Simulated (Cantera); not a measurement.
**C6H6 + NH3 + H2 (carbon deposition, reforming and gasification)**

Charge: 1 mol C6H6, 0.33 mol NH3, 71 mol H2, equilibrated at 10000 Pa.

These are equilibrium values from Cantera (NASA tables, ideal gas, pure condensed phases), not measurements of a reactor. Candidate condensed phases: C, C6H6, C7H8, C8H18; 92 gas species. Kinetics and transport are ignored.

From 652 °C to 1852 °C the condensed part is C(graphite). The main C-bearing gas is CH4 at 652 °C and C2H2 (acetylene) at 1852 °C.

| T (°C) | x H2 | x CH4 | x H | x N2 | n C(graphite) |
|---|---|---|---|---|---|
| 652 | 0.976 | 0.0216 | 8.14e-10 | 0.00226 | 4.42 |
| 752 | 0.991 | 0.00721 | 1.37e-8 | 0.00222 | 5.47 |
| 852 | 0.995 | 0.00286 | 1.40e-7 | 0.00221 | 5.79 |
| 952 | 0.996 | 0.00130 | 9.84e-7 | 0.00221 | 5.90 |
| 1052 | 0.997 | 0.000667 | 5.16e-6 | 0.00221 | 5.95 |
| 1152 | 0.997 | 0.000375 | 2.15e-5 | 0.00220 | 5.97 |
| 1252 | 0.997 | 0.000227 | 7.47e-5 | 0.00218 | 5.98 |
| 1352 | 0.997 | 0.000146 | 0.000223 | 0.00215 | 5.98 |
| 1452 | 0.997 | 9.93e-5 | 0.000586 | 0.00211 | 5.96 |
| 1552 | 0.996 | 7.03e-5 | 0.00139 | 0.00205 | 5.94 |
| 1652 | 0.994 | 5.16e-5 | 0.00301 | 0.00196 | 5.89 |
| 1752 | 0.990 | 3.90e-5 | 0.00606 | 0.00184 | 5.81 |
| 1852 | 0.984 | 3.01e-5 | 0.0114 | 0.00169 | 5.67 |
x: gas mole fraction; n: condensed amount in mol.
